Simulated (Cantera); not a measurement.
Charge: 1 mol Ta, 0.54 mol CH4, 110 mol H2, equilibrated at 2175 K and 0.550 bar.

Cantera equilibrium calculation (NASA polynomials, part measured and part estimated; ideal gas, pure solids and liquids). Candidate condensed phases: C, C6H6, C7H8, C8H18, Ta, TaC; 77 gas species. Mutual solubility and eutectic melting of coexisting phases are not modelled. TaC: taken at fixed stoichiometry. Condensed phases not in the tables: Ta2C, N, O or C dissolved in the metal. The numbers say what is thermodynamically allowed, not how fast it happens.

Base state: H2 0.993, H 0.00656 (mole fractions); condensed: Ta(s) + TaC(s).

What changes in the equilibrium state with this change: pressure from 0.550 bar to 0.200 bar?


```
species       before   after
-----------  -------  ------
H2             0.993   0.989
H            0.00656  0.0109
Ta(s), mol     0.460   0.460
TaC(s), mol    0.540   0.540
```
